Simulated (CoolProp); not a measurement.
A single-stage vapour-compression cycle with vinyl chloride: evaporating at 261.15 K (dew point), condensing at 322.15 K (bubble point), superheat 0 K, subcooling 0 K, compressor efficiency 0.85, no pressure losses. Each further row changes one setting.

The numbers come from the reference Helmholtz-energy equation of state, Thol 2022 in CoolProp.

| case | cooling COP | pressure ratio | discharge temperature (K) | refrigerating effect (kJ/kg) | volumetric capacity (kJ/m³) |
|---|---|---|---|---|---|
| as stated | 2.94 | 6.97 | 369.6 | 260 | 846 |
| evaporating temperature 266.15 K | 3.33 | 5.72 | 364.1 | 264 | 1030 |
| condensing temperature 317.15 K | 3.27 | 6.13 | 362.0 | 268 | 872 |
| subcooling 5 K | 3.03 | 6.97 | 369.6 | 268 | 872 |
| superheat 10 K | 2.92 | 6.97 | 380.7 | 269 | 838 |
| compressor efficiency 0.75 | 2.60 | 6.97 | 380.7 | 260 | 846 |
